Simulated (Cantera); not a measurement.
A Cantera script and its output.

```python
import numpy as np
import cantera as ct

gas = ct.Solution("h2o2.yaml")
gas.TPX = 1375, 1200, {'H2': 0.12, 'O2': 1}
inlet = ct.Reservoir(gas, clone=True)

reactor = ct.IdealGasConstPressureReactor(gas, energy="off", clone=False)
exhaust = ct.Reservoir(gas, clone=True)
tau = [6.2, 1.2, 0.21, 0.04, 0.0074, 0.0014, 0.00025][0]
for a, b in ((inlet, reactor), (reactor, exhaust)):
    ct.MassFlowController(a, b, mdot=lambda t: reactor.mass / tau)
net = ct.ReactorNet([reactor])
show = ['H2', 'O2', 'H2O2', 'H2O', 'HO2']

rows = []
print(f"{'tau/s':>10s}{'T/K':>9s}" + "".join(f"{s:>11s}" for s in show))
for tau in [6.2, 1.2, 0.21, 0.04, 0.0074, 0.0014, 0.00025]:
    net.initial_time = 0.0
    net.advance(30 * tau)
    before = gas.X
    net.advance(40 * tau)
    drift = np.max(np.abs(gas.X - before) / (gas.X + 1e-9))
    rows.append([gas.T, *gas[show].X, drift])
    print(f"{tau:10.3e}{gas.T:9.1f}" + "".join(f"{x:11.3e}" for x in gas[show].X))
```

It prints:

```
     tau/s      T/K         H2         O2       H2O2        H2O        HO2
 6.200e+00   1375.0  1.339e-04  8.840e-01  3.806e-08  1.118e-01  8.255e-07
 1.200e+00   1375.0  3.833e-04  8.798e-01  6.223e-08  1.103e-01  1.591e-06
 2.100e-01   1375.0  1.087e-03  8.679e-01  9.224e-08  1.064e-01  2.580e-06
 4.000e-02   1375.0  2.448e-03  8.453e-01  1.118e-07  9.849e-02  3.241e-06
 7.400e-03   1375.0  4.552e-03  8.245e-01  1.210e-07  8.906e-02  3.443e-06
 1.400e-03   1375.0  1.044e-02  8.225e-01  1.460e-07  7.919e-02  3.484e-06
 2.500e-04   1375.0  3.596e-02  8.425e-01  1.709e-07  5.404e-02  3.136e-06
```

Detailed kinetics in Cantera: the H2/O2 subset of GRI-Mech 3.0, which has no nitrogen chemistry. Radical loss at walls, strong at low pressure, is not modelled. The temperature is held fixed by assumption; the heat of reaction is taken as removed at once.
